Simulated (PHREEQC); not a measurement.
0.17 g of hydrous ferric oxide (600 m²/g; 0.2 weak and 0.005 strong sites per Fe, Dzombak-Morel constants, diffuse double layer) in 1 kg of water with 0.3 mol/kgw of an inert sodium salt and 0.0041 mmol/kgw CaCl2, at 25 °C; the pH is set by adding NaOH or the inert anion's acid. Oxygen is held at 0.21 atm. CO2 from the air is kept out. No solid was allowed to form.

Computed with PHREEQC (ion-association model, wateq4f.dat).

Question: Predict Ca sorbed (%) at pH = 5, 7, 9.5, 10.

Answer: 
| pH | Ca sorbed (%) |
|---|---|
| 5 | 0.0 |
| 7 | 0.5 |
| 9.5 | 92.6 |
| 10 | 98.1 |

Species that the database lacks are ignored.
